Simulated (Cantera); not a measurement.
## Thermodynamics of aluminium and copper etching, feed Cu + HF + H2

Input: 1 mol Cu, 11 mol HF, 0.18 mol H2, equilibrated at 3.80 mbar.

Method: chemical equilibrium by Gibbs-energy minimisation in Cantera with the NASA 1993 tables (ideal gas, pure condensed phases). Candidate condensed phases: Cu, CuF2; 15 gas species. Kinetics and transport are ignored.

From 725 °C to 1075 °C the condensed part is Cu(s). From 1125 °C to 1225 °C the condensed part is Cu(l). The main Cu-bearing gas is CuF at 725 °C and Cu at 1225 °C.

```
T (°C)   x HF    x H2      x Cu     x CuF      x H  n Cu(s)  n Cu(l)
------  -----  ------  --------  --------  -------  -------  -------
725     0.984  0.0161   3.79e-9   6.20e-8  4.43e-9    1.000        0
775     0.984  0.0161   2.57e-8   2.70e-7  1.59e-8    1.000        0
825     0.984  0.0161   1.47e-7   1.03e-6  5.09e-8    1.000        0
875     0.984  0.0161   7.16e-7   3.48e-6  1.47e-7    1.000        0
925     0.984  0.0161   3.06e-6   1.06e-5  3.91e-7    1.000        0
975     0.984  0.0161   1.16e-5   2.96e-5  9.62e-7    1.000        0
1025    0.984  0.0161   3.96e-5   7.60e-5  2.21e-6    0.999        0
1075    0.984  0.0162  0.000123  0.000181  4.77e-6    0.997        0
1125    0.983  0.0163  0.000341  0.000392  9.79e-6        0    0.992
1175    0.982  0.0165  0.000873  0.000794  1.92e-5        0    0.981
1225    0.980  0.0168   0.00209   0.00152  3.61e-5        0    0.959
```
x: gas mole fraction; n: condensed amount in mol.
